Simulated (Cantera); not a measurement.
An isothermal, constant-pressure homogeneous reactor starts with CH₄ : H₂O = 1 : 1.2 (molar parts), at 1373 K and 0.900 bar. Integrator tolerance rtol = 1e-08.

Computed with Cantera and GRI-Mech 3.0 (53 species, 325 reactions).

```json
[
 {"quantity": "x(CH₄) at 300 s", "before": "0.139 (gas-phase equilibrium 3.92e-5)", "after": "0.234 (gas-phase equilibrium 0.000121)"},
 {"quantity": "x(H₂O) at 300 s", "before": "0.220 (gas-phase equilibrium 0.0412)", "after": "0.374 (gas-phase equilibrium 0.0404)"},
 {"quantity": "x(C₂H₂) at 300 s", "before": "0.0141 (gas-phase equilibrium 3.53e-10)", "after": "0.0247 (gas-phase equilibrium 4.62e-10)"},
 {"quantity": "x(O) at 300 s", "before": "<1e-12 (gas-phase equilibrium <1e-12)", "after": "<1e-12 (gas-phase equilibrium <1e-12)"},
 {"quantity": "x(H₂O₂) at 300 s", "before": "<1e-12 (gas-phase equilibrium <1e-12)", "after": "<1e-12 (gas-phase equilibrium <1e-12)"},
 {"quantity": "x(OH) at 300 s", "before": "1.98e-8 (gas-phase equilibrium 3.06e-9)", "after": "1.05e-8 (gas-phase equilibrium 7.29e-10)"}
]
```

Which change was made?
(A) temperature 1373 to 1300 K
(B) H2O 1.2 to 7.2 parts
(C) temperature 1373 to 2050 K
(D) pressure from 0.900 bar to 6.30 bar

A, temperature 1373 to 1300 K
